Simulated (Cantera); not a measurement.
A Cantera script and what it prints.

```python
import numpy as np
import cantera as ct

gas_names = """
    O VO2
""".split()
cond_names = """
    V(cr) V(L) V2O3(s) V2O3(L) V2O5(s) V2O5(L)
""".split()


def load(file, names, dense=False):
    # The tables refer to 1 bar. Condensed volumes are neglected.
    table = {s.name: s for s in ct.Species.list_from_file(file)}
    out = []
    for n in names:
        d = dict(table[n].input_data)
        d["thermo"] = dict(d["thermo"], **{"reference-pressure": 1e5})
        if dense:
            d["equation-of-state"] = {"model": "constant-volume", "density": "1e6 g/cm^3"}
        out.append(ct.Species.from_dict(d))
    return out


species = {s.name: s for s in load("nasa_gas.yaml", gas_names) + load("nasa_condensed.yaml", cond_names)}
# Each term lists the table entries of one substance; the one whose range holds T is used.
reactions = {
    'V + 2 O(g) = VO2(g)':
        [(-1, ['V(cr)', 'V(L)']), (-2, ['O']), (1, ['VO2'])],
    'V2O3 + V2O5 = 4 VO2(g)':
        [(-1, ['V2O3(s)', 'V2O3(L)']), (-1, ['V2O5(s)', 'V2O5(L)']), (4, ['VO2'])],
}


def pick(names, T):
    return next(species[n] for n in names if species[n].thermo.min_temp <= T <= species[n].thermo.max_temp)


results = []
for label, terms in reactions.items():
    print(label)
    print("     T/K   dH/kJ  dS/(J/K)   dG/kJ   log10 K")
    for T in [300, 1225, 1275, 1325, 1375, 1425, 1475, 1525, 1575]:
        used = [(nu, pick(names, T)) for nu, names in terms]
        dH = sum(nu * s.thermo.h(T) for nu, s in used) / 1e6
        dS = sum(nu * s.thermo.s(T) for nu, s in used) / 1e3
        dG = dH - T * dS / 1e3
        logK = -dG * 1e6 / (ct.gas_constant * T * np.log(10))
        results.append((label, T, dH, dS, dG, logK, [s.name for _, s in used]))
        print(f"{T:8g} {dH:8.1f} {dS:8.1f} {dG:8.1f} {logK:8.2f}")
```

Result:

```
V + 2 O(g) = VO2(g)
     T/K   dH/kJ  dS/(J/K)   dG/kJ   log10 K
     300   -731.0    -85.9   -705.2   122.79
    1225   -747.5   -112.3   -610.0    26.01
    1275   -748.4   -113.0   -604.3    24.76
    1325   -749.3   -113.7   -598.7    23.60
    1375   -750.2   -114.3   -593.0    22.53
    1425   -751.1   -115.0   -587.2    21.53
    1475   -752.1   -115.7   -581.5    20.59
    1525   -753.1   -116.3   -575.7    19.72
    1575   -754.1   -117.0   -569.8    18.90
V2O3 + V2O5 = 4 VO2(g)
     T/K   dH/kJ  dS/(J/K)   dG/kJ   log10 K
     300   1838.7    832.0   1589.2  -276.69
    1225   1688.9    640.5    904.2   -38.56
    1275   1683.4    636.1    872.3   -35.74
    1325   1677.8    631.9    840.6   -33.14
    1375   1672.2    627.7    809.1   -30.74
    1425   1666.6    623.7    777.9   -28.51
    1475   1660.8    619.7    746.8   -26.44
    1525   1655.0    615.8    715.9   -24.52
    1575   1649.2    612.1    685.2   -22.72
```

Source: NASA polynomial tables (part measured, part estimated), evaluated in Cantera. Condensed species are held in their standard states even where they would react or evaporate.
